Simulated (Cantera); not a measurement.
## Ca(OH)2 + O2 (calcination and drying)

A closed system holds: 1 mol Ca(OH)2, 10 mol O2, at 0.110 bar.

Method: chemical equilibrium by Gibbs-energy minimisation in Cantera with the NASA 1993 tables (ideal gas, pure condensed phases). Candidate condensed phases: Ca, CaO, Ca(OH)2, H2O; 14 gas species. Equilibrium is a limit: real reactors are often held back by kinetics, nucleation or transport.

From 1425 K to 1950 K the condensed part is CaO(s). The main Ca-bearing gas is Ca(OH)2 throughout.

```json
[
 {"T (K)": "1425", "x O2": "0.909", "x H2O": "0.0909", "x OH": "9.39e-5", "x O": "3.99e-6", "x H2": "1.89e-7", "x H": "8.95e-9", "x Ca(OH)2": "1.63e-8", "x HO2": "1.83e-7", "n CaO(s)": "1.00"},
 {"T (K)": "1500", "x O2": "0.909", "x H2O": "0.0908", "x OH": "0.000187", "x O": "1.17e-5", "x H2": "5.43e-7", "x H": "3.91e-8", "x Ca(OH)2": "4.94e-8", "x HO2": "3.21e-7", "n CaO(s)": "1.000"},
 {"T (K)": "1575", "x O2": "0.909", "x H2O": "0.0907", "x OH": "0.000348", "x O": "3.08e-5", "x H2": "1.41e-6", "x H": "1.49e-7", "x Ca(OH)2": "1.34e-7", "x HO2": "5.34e-7", "n CaO(s)": "1.000"},
 {"T (K)": "1650", "x O2": "0.909", "x H2O": "0.0906", "x OH": "0.000611", "x O": "7.44e-5", "x H2": "3.36e-6", "x H": "5.02e-7", "x Ca(OH)2": "3.33e-7", "x HO2": "8.48e-7", "n CaO(s)": "1.000"},
 {"T (K)": "1725", "x O2": "0.908", "x H2O": "0.0904", "x OH": "0.00102", "x O": "0.000167", "x H2": "7.43e-6", "x H": "1.53e-6", "x Ca(OH)2": "7.62e-7", "x HO2": "1.29e-6", "n CaO(s)": "1.000"},
 {"T (K)": "1800", "x O2": "0.908", "x H2O": "0.0900", "x OH": "0.00164", "x O": "0.000350", "x H2": "1.53e-5", "x H": "4.23e-6", "x Ca(OH)2": "1.62e-6", "x HO2": "1.90e-6", "n CaO(s)": "1.000"},
 {"T (K)": "1875", "x O2": "0.907", "x H2O": "0.0895", "x OH": "0.00252", "x O": "0.000691", "x H2": "2.99e-5", "x H": "1.08e-5", "x Ca(OH)2": "3.23e-6", "x HO2": "2.71e-6", "n CaO(s)": "1.000"},
 {"T (K)": "1950", "x O2": "0.906", "x H2O": "0.0888", "x OH": "0.00376", "x O": "0.00130", "x H2": "5.51e-5", "x H": "2.57e-5", "x Ca(OH)2": "6.08e-6", "x HO2": "3.76e-6", "n CaO(s)": "1.000"}
]
```
x: gas mole fraction; n: condensed amount in mol.
